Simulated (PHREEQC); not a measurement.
BaCl2 is added in steps, without added water, to 1 kg of water holding 0.0025 mol AgF, 0.014 mol NaCl and 0.00046 mol Cu(NO3)2, at 25 °C. O2 is buffered at 0.21 atm. No CO2 enters from the air. Solids allowed: BaF2, Cu(OH)2, Atacamite, Cu2(OH)3NO3, Cerargyrite, Ag2O, Halite, CuF2:2H2O. Others were left out.

Base run: PHREEQC, ion-association model, wateq4f.dat. Each further column changes one thing. The table gives pH.

```csv
BaCl2 added (mol),base,NaCl left out,Cu(NO3)2 from 0.00046 to 4.6e-05 mol/kgw,Cu(NO3)2 from 0.00046 to 0.00069 mol/kgw,no solid may form
0,5.49,5.71,6.16,5.38,5.73
0.003938,5.46,5.59,6.13,5.34,5.75
0.006562,5.44,5.52,6.11,5.33,5.76
0.0105,5.43,5.48,6.10,5.31,5.76
0.01444,5.42,5.45,6.09,5.30,5.77
0.01706,5.41,5.44,6.09,5.30,5.78
0.021,5.41,5.43,6.08,5.29,5.78
0.02494,5.40,5.42,6.07,5.28,5.79
0.02756,5.40,5.41,6.07,5.28,5.79
0.0315,5.39,5.41,6.07,5.28,5.80
0.03544,5.39,5.40,6.06,5.27,5.80
0.03806,5.39,5.40,6.06,5.27,5.80
0.042,5.39,5.40,6.06,5.27,5.81
```

 In at least one series the solution becomes supersaturated in solids that the run did not let form, among them Atacamite, Cerargyrite. Solids allowed in the column 'NaCl left out': BaF2, Cu(OH)2, Atacamite, Cu2(OH)3NO3, Cerargyrite, Ag2O, CuF2:2H2O.
